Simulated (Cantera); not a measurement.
What does this Cantera script print?

```python
import numpy as np
import cantera as ct

gas_names = """
    CL CLO CL2 H HCL HOCL HO2 H2 H2O H2O2 O OH O2 O3 Si SiCL SiCL2 SiCL3 SiCL4 SiH SiHCL3 SiH2 SiH2CL2
    SiH3 SiH3CL SiH4 SiO SiO2 Si2 Si3
""".split()
cond_names = """
    H2O(s) H2O(L) Si(cr) Si(L) SiO2(Lqz) SiO2(hqz) SiO2(L)
""".split()


# ... load() reads the species with a 1 bar reference pressure and builds the phases ...
atoms = {
    'SiCl4': {'Si': 1, 'CL': 4},
    'O2': {'O': 2},
    'H2': {'H': 2},
}
top_T = {}  # K; cautious upper limits of use, not melting points


# ... equilibrate(T, P, feed) seeds the gas with the atoms and calls Mixture.equilibrate('TP', solver="vcs", rtol=1e-11, max_steps=5000) ...
results = []
feed = {'SiCl4': 1, 'O2': 4.1, 'H2': 2.9}  # mol
P = 1333.22  # Pa
for T in [625, 725, 825, 925, 1025, 1125, 1225, 1325, 1425, 1525, 1625]:
    mix = equilibrate(T, P, feed)
    results.append((T, P, feed, dict(zip(mix.species_names, mix.species_moles))))
    x = sorted(zip(gas.X, gas.species_names), reverse=True)
    print(f"T = {T:g} K  P = {P:g} Pa  gas = {mix.phase_moles(0):.4g} mol")
    print("   x: " + "  ".join(f"{s} {v:.3e}" for v, s in x if v > 0.001))
    print("   condensed (mol): " + ("  ".join(f"{mix.phase(i).name} {mix.phase_moles(i):.4g}"
          for i in range(1, mix.n_phases) if mix.phase_moles(i) > 1e-12) or "none"))
```

It prints:

```
T = 625 K  P = 1333.22 Pa  gas = 6.901 mol
   x: H2O 3.186e-01  O2 2.899e-01  HCL 2.034e-01  CL2 1.881e-01
   condensed (mol): SiO2(Lqz) 1
T = 725 K  P = 1333.22 Pa  gas = 7.107 mol
   x: HCL 3.136e-01  O2 3.106e-01  H2O 2.512e-01  CL2 1.246e-01
   condensed (mol): SiO2(Lqz) 1
T = 825 K  P = 1333.22 Pa  gas = 7.268 mol
   x: HCL 3.950e-01  O2 3.258e-01  H2O 2.015e-01  CL2 7.764e-02
   condensed (mol): SiO2(Lqz) 1
T = 925 K  P = 1333.22 Pa  gas = 7.375 mol
   x: HCL 4.472e-01  O2 3.355e-01  H2O 1.696e-01  CL2 4.746e-02
   condensed (mol): SiO2(hqz) 1
T = 1025 K  P = 1333.22 Pa  gas = 7.443 mol
   x: HCL 4.782e-01  O2 3.412e-01  H2O 1.505e-01  CL2 2.917e-02
   condensed (mol): SiO2(hqz) 1
T = 1125 K  P = 1333.22 Pa  gas = 7.486 mol
   x: HCL 4.954e-01  O2 3.442e-01  H2O 1.397e-01  CL2 1.826e-02  CL 2.401e-03
   condensed (mol): SiO2(hqz) 1
T = 1225 K  P = 1333.22 Pa  gas = 7.517 mol
   x: HCL 5.030e-01  O2 3.453e-01  H2O 1.343e-01  CL2 1.168e-02  CL 5.714e-03
   condensed (mol): SiO2(hqz) 1
T = 1325 K  P = 1333.22 Pa  gas = 7.543 mol
   x: HCL 5.034e-01  O2 3.446e-01  H2O 1.327e-01  CL 1.166e-02  CL2 7.602e-03
   condensed (mol): SiO2(hqz) 1
T = 1425 K  P = 1333.22 Pa  gas = 7.571 mol
   x: HCL 4.973e-01  O2 3.422e-01  H2O 1.343e-01  CL 2.102e-02  CL2 4.993e-03
   condensed (mol): SiO2(hqz) 1
T = 1525 K  P = 1333.22 Pa  gas = 7.603 mol
   x: HCL 4.852e-01  O2 3.382e-01  H2O 1.386e-01  CL 3.423e-02  CL2 3.287e-03
   condensed (mol): SiO2(hqz) 1
T = 1625 K  P = 1333.22 Pa  gas = 7.641 mol
   x: HCL 4.678e-01  O2 3.326e-01  H2O 1.451e-01  CL 5.121e-02  CL2 2.163e-03
   condensed (mol): SiO2(hqz) 1
```

Method: chemical equilibrium by Gibbs-energy minimisation in Cantera with the NASA 1993 tables (ideal gas, pure condensed phases). The tables hold silica as quartz up to 1696 K and as liquid above; real silica turns to tridymite and cristobalite and melts near 1996 K.
